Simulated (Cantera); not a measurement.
Feed: 1 mol AlN, 0.58 mol Cl2, held at 1125 K and 1.10 bar.

These are equilibrium values from Cantera (NASA tables, ideal gas, pure condensed phases), not measurements of a reactor. Candidate condensed phases: Al, AlCl3, AlN; 11 gas species. The tables' values for AlCl2 are old estimates; treat these amounts as uncertain. Rates play no part.

Base state: AlCl3 0.653, N2 0.337, Al2Cl6 0.0102, AlCl2 1.85e-5 (mole fractions); condensed: AlN(s).

Problem. What changes in the equilibrium state with this change: temperature from 1125 K to 775 K?

Solution. 
```csv
species,before,after
N2,0.337,0.444
Al2Cl6,0.0102,0.331
AlCl3,0.653,0.225
AlCl2,1.85e-5,<1e-9
"AlN(s), mol",0.613,0.613
```
